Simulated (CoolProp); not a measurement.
Ethanol along the isotherm 248.15 °C: fugacity coefficient from the reference equation and from simpler models built on Tc = 241.6 °C, pc = 6.268 MPa, ω = 0.644; each cubic takes its own stable root.

Model: reference Helmholtz-energy equation of state, Schroeder 2014, in CoolProp.

```csv
p (MPa),phase,reference
0.0297,gas,0.9987
0.0436,gas,0.9981
0.0641,gas,0.9971
0.094,gas,0.9958
0.138,gas,0.9939
0.203,gas,0.9910
0.297,gas,0.9868
0.436,gas,0.9806
0.641,gas,0.9715
0.94,gas,0.9583
1.38,gas,0.9388
2.03,gas,0.9100
2.97,gas,0.8683
4.36,gas,0.8056
6.41,supercritical,0.7052
9.4,supercritical,0.5314
```

Task: How far does each simpler model (van der Waals, Redlich-Kwong, Soave-Redlich-Kwong, Peng-Robinson) lie from the reference over these 16 states: mean and median of the absolute difference, and the worst?

Result: 
- van der Waals: mean 0.3 %, median 0.1 %, worst +2.3 % at 248.15 °C and 9.4 MPa
- Redlich-Kwong: mean 1.1 %, median 0.4 %, worst -4.5 % at 248.15 °C and 6.41 MPa
- Soave-Redlich-Kwong: mean 0.9 %, median 0.4 %, worst -3.6 % at 248.15 °C and 6.41 MPa
- Peng-Robinson: mean 1.8 %, median 0.7 %, worst -6.9 % at 248.15 °C and 6.41 MPa
